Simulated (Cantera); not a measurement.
A Cantera script and what it prints.

```python
import numpy as np
import cantera as ct

gas_names = [...]  # 114 gases of nasa_gas.yaml made of C, Fe, H, O
cond_names = """
    C(gr) C6H6(L) C7H8(L) C8H18(L),n-octa Fe(a) Fe(c) Fe(d) Fe(L) FeC5O5(L) FeO(s) FeO(L) Fe(OH)2(s)
    Fe(OH)3(s) Fe2O3(s) Fe3O4(s) H2O(s) H2O(L)
""".split()


# ... load() reads the species with a 1 bar reference pressure and builds the phases ...
atoms = {
    'Fe(CO)5': {'Fe': 1, 'C': 5, 'O': 5},
    'H2': {'H': 2},
}
top_T = {'C(gr)': 4500, 'Fe2O3(s)': 1830, 'Fe3O4(s)': 1870}  # K; cautious upper limits of use, not melting points


# ... equilibrate(T, P, feed) seeds the gas with the atoms and calls Mixture.equilibrate('TP', solver="vcs", rtol=1e-11, max_steps=5000) ...
results = []
feed = {'Fe(CO)5': 1, 'H2': 44}  # mol
P = 24  # Pa
for T in [700, 800, 900, 1000, 1100, 1200, 1300]:
    mix = equilibrate(T, P, feed)
    results.append((T, P, feed, dict(zip(mix.species_names, mix.species_moles))))

top = {s: max(r[3][s] / sum(r[3][g] for g in gas_names) for r in results) for s in gas_names}
cols = sorted((s for s in top if top[s] > 1e-05), key=lambda s: -top[s])[:6]
seen = [c for c in cond_names if any(r[3].get(c, 0) > 1e-12 for r in results)]
print("log10 of partial pressures in bar; condensed amounts in mol")
print(f"{'T/K':>10s}" + "".join(f"{s[:9]:>10s}" for s in cols + seen))
for T, P, feed, n in results:
    ng = sum(n[g] for g in gas_names)
    print(f"{T:10.4g}" + "".join(f"{np.log10(max(n[s] / ng * P / 1e5, 1e-99)):10.3f}" for s in cols)
          + "".join(f"{n.get(c, 0):10.4g}" for c in seen))
```

Output:

```
log10 of partial pressures in bar; condensed amounts in mol
       T/K        H2        CO       H2O       CO2       CH4         H     C(gr)     Fe(a)     Fe(c)
       700    -3.665    -4.702    -5.735    -5.799    -6.400   -15.430    0.6093         1         0
       800    -3.667    -4.615    -6.912    -7.235    -7.205   -13.371    0.0241         1         0
       900    -3.667    -4.611    -7.893    -8.476    -7.839   -11.765 0.0003377         1         0
      1000    -3.667    -4.611    -8.550    -9.337    -8.484   -10.477         0         1         0
      1100    -3.667    -4.611    -9.075   -10.025    -9.029    -9.421         0         1         0
      1200    -3.667    -4.611    -9.510   -10.593    -9.488    -8.538         0         0         1
      1300    -3.667    -4.611    -9.846   -11.037    -9.909    -7.789         0         0    0.9998
```

Method: chemical equilibrium by Gibbs-energy minimisation in Cantera with the NASA 1993 tables (ideal gas, pure condensed phases). Condensed phases not in the tables: cementite and carbon dissolved in iron.
